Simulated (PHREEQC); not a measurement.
**Acid mine or pickling water: an equilibrium model**

A made-up water analysis in mmol/kgw, 20 °C, pH 3.81, pe 9.2:

```json
[
 {"constituent": "Na", "mmol/kgw": "126"},
 {"constituent": "K", "mmol/kgw": "0.672"},
 {"constituent": "Ca", "mmol/kgw": "8.49"},
 {"constituent": "Mg", "mmol/kgw": "4.45"},
 {"constituent": "Cl", "mmol/kgw": "42.8"},
 {"constituent": "S(6)", "mmol/kgw": "51.4"},
 {"constituent": "Zn", "mmol/kgw": "0.0648"},
 {"constituent": "Cd", "mmol/kgw": "0.0875"},
 {"constituent": "Al", "mmol/kgw": "0.393"},
 {"constituent": "O(0) (counted as O atoms)", "mmol/kgw": "0.0784"}
]
```

Cl is adjusted to close the charge balance.
Valence states are taken as typed.

All values are PHREEQC results (ion-association model, wateq4f.dat), not measurements.

This is a speciation only: nothing precipitates in the calculation.

Problem. Predict the ionic strength.

Solution. ionic strength 0.181 mol/kgw.

Problem. In which forms is K present?

Solution. K+ 93 %, KSO4- 6.7 % of the K.

Complexes and solids missing from the database can't appear.
